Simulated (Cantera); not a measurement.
Charge: 1 mol Al, 4.3 mol Cl2, 21 mol H2, held at 1498 K and 0.0170 bar.

Equilibrium computed with Cantera from the NASA thermochemical tables; the gas is ideal and each condensed phase is pure. Candidate condensed phases: Al, AlCl3; 12 gas species. The tables' values for AlCl2 are old estimates; treat these amounts as uncertain. Kinetics and transport are ignored.

Base state: H2 0.730, HCl 0.230, AlCl3 0.0370, AlCl2 0.00222, AlCl 0.00105, H 0.000113, Cl 2.86e-5 (mole fractions); condensed: gas only.

What changes in the equilibrium state with this change: Cl2 from 4.3 to 3.9 mol?


| species | before | after |
|---|---|---|
| H2 | 0.730 | 0.757 |
| HCl | 0.230 | 0.202 |
| AlCl3 | 0.0370 | 0.0369 |
| AlCl | 0.00105 | 0.00141 |
| Cl | 2.86e-5 | 2.46e-5 |
| AlCl2 | 0.00222 | 0.00258 |
| H | 0.000113 | 0.000115 |

What changes in the equilibrium state with this change: temperature from 1498 K to 1323.15 K?


```
species    before     after
-------  --------  --------
H2          0.730     0.734
HCl         0.230     0.226
AlCl3      0.0370    0.0400
AlCl      0.00105   3.33e-5
H        0.000113   1.04e-5
Cl        2.86e-5   2.70e-6
AlCl2     0.00222  0.000283
```
